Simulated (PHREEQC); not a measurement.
Brine (model solution)

Solution (25 °C): 2.4 mol/kgw LiBr, 0.013 mol/kgw H3BO3 and 1.1 mol/kgw NaCl. Closed to the air; pH follows from the charge balance.

The numbers come from PHREEQC with the Pitzer model, pitzer.dat.

Each row changes one thing in this solution. Precipitation was switched off in this run.

| case | pH | SI of Halite (NaCl) |
|---|---|---|
| as made | 4.89 | -1.53 |
| H3BO3 left out | 6.36 | -1.53 |
| 0.077 mol/kgw KBr added | 4.89 | -1.52 |
| temperature from 25 to 30 °C | 4.90 | -1.53 |
| NaCl from 1.1 to 0.55 mol/kgw | ? | ? |
| NaCl from 1.1 to 0.11 mol/kgw | 5.03 | ? |
| LiBr left out | 5.35 | -1.87 |

Q: What belongs in the gaps?

A: 
- NaCl from 1.1 to 0.55 mol/kgw, pH: 4.97
- NaCl from 1.1 to 0.55 mol/kgw, SI of Halite (NaCl): -2.17
- NaCl from 1.1 to 0.11 mol/kgw, SI of Halite (NaCl): -3.59

In brines, pH and single-ion activities rest on the MacInnes convention.
